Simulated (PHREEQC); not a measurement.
A solution holds 80 mmol/kgw NH4Cl, 0.12 mmol/kgw KOH and 140 mmol/kgw KCl, at 25 °C. Closed to the air; pH follows from the charge balance.

Computed with PHREEQC (ion-association model, wateq4f.dat).

```yaml
pH: 6.55
ionic_strength: 0.220 mol/kgw
activity_of_water: 0.993
total_alkalinity: 0.120 meq/kg
```

```
species  molality  activity   log γ
-------  --------  --------  ------
Cl-         0.220     0.155  -0.152
K+          0.140    0.0987  -0.152
NH4+       0.0799    0.0593  -0.129
NH3      0.000120  0.000120   0.000
H+        3.54e-7   2.81e-7  -0.100
OH-       5.06e-8   3.54e-8  -0.155
```

No solid was allowed to form. Species that the database lacks are ignored.
